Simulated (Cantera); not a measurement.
A Cantera script and what it prints.

```python
import numpy as np
import cantera as ct

gas_names = [...]  # 95 gases of nasa_gas.yaml made of C, F, H
cond_names = """
    C(gr) C6H6(L) C7H8(L) C8H18(L),n-octa
""".split()


# ... load() reads the species with a 1 bar reference pressure and builds the phases ...
atoms = {
    'CH2F2': {'C': 1, 'H': 2, 'F': 2},
    'F2': {'F': 2},
}
top_T = {'C(gr)': 4500}  # K; cautious upper limits of use, not melting points


# ... equilibrate(T, P, feed) seeds the gas with the atoms and calls Mixture.equilibrate('TP', solver="vcs", rtol=1e-11, max_steps=5000) ...
results = []
feed = {'CH2F2': 1, 'F2': 0.56}  # mol
T = 2048  # K
P = 1333.22  # Pa
mix = equilibrate(T, P, feed)
results.append((T, P, feed, dict(zip(mix.species_names, mix.species_moles))))
print(gas.report(threshold=1e-05))
for i in range(1, mix.n_phases):
    print(f"{mix.phase(i).name:16s} {mix.phase_moles(i):12.5e} mol")
```

It prints:

```
       temperature   2048 K
          pressure   1333.2 Pa
           density   0.0021456 kg/m^3
  mean mol. weight   27.404 kg/kmol
   phase of matter   gas

                          1 kg             1 kmol
                     ---------------   ---------------
          enthalpy        -9.238e+06       -2.5316e+08  J
   internal energy       -9.8594e+06       -2.7018e+08  J
           entropy             10772         2.952e+05  J/K
    Gibbs function       -3.1299e+07       -8.5772e+08  J
 heat capacity c_p            1505.4             41254  J/K
 heat capacity c_v              1202             32939  J/K

                      mass frac. Y      mole frac. X     chem. pot. / RT
                     ---------------   ---------------   ---------------
                CF         0.0001627        0.00014378           -28.093
               CF2          0.077478          0.042457            -53.37
               CF3         0.0048126         0.0019112           -78.647
               CF4           0.28587          0.089017           -103.92
                 F          0.017046          0.024588           -25.277
                HF           0.61462           0.84187            -45.23
     [  +89 minor]        1.2741e-05        1.1183e-05

C(gr)             6.82769e-01 mol
```

Method: chemical equilibrium by Gibbs-energy minimisation in Cantera with the NASA 1993 tables (ideal gas, pure condensed phases). Gases not in the tables: C2F6 and larger saturated fluorocarbons.
